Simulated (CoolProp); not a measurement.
Normal hydrogen along the isotherm -254.15 °C: Z from the reference equation and from simpler models built on Tc = -240.0 °C, pc = 1.296 MPa, ω = -0.219; each cubic takes its own stable root.

Values from CoolProp's reference Helmholtz-energy equation of state, Leachman 2009.

```csv
p (MPa),phase,reference
0.0205,gas,0.9791
0.0309,gas,0.9681
0.0466,gas,0.9510
0.0704,liquid,0.01242
0.106,liquid,0.01868
0.16,liquid,0.02818
0.242,liquid,0.04256
0.364,liquid,0.06389
0.55,liquid,0.09625
0.83,liquid,0.1446
1.25,liquid,0.2164
1.89,liquid,0.3243
2.85,liquid,0.4831
4.3,liquid,0.7168
6.48,liquid,1.057
```

How far does each simpler model (van der Waals, Soave-Redlich-Kwong) lie from the reference over these 15 states: mean and median of the absolute difference, and the worst?


- van der Waals: mean 513.2 %, median 21.7 %, worst +7456.4 % at -254.15 °C and 0.0704 MPa
- Soave-Redlich-Kwong: mean 8.9 %, median 11.2 %, worst -11.2 % at -254.15 °C and 0.55 MPa

At some of these states van der Waals gives the other phase, because its saturation line lies elsewhere.
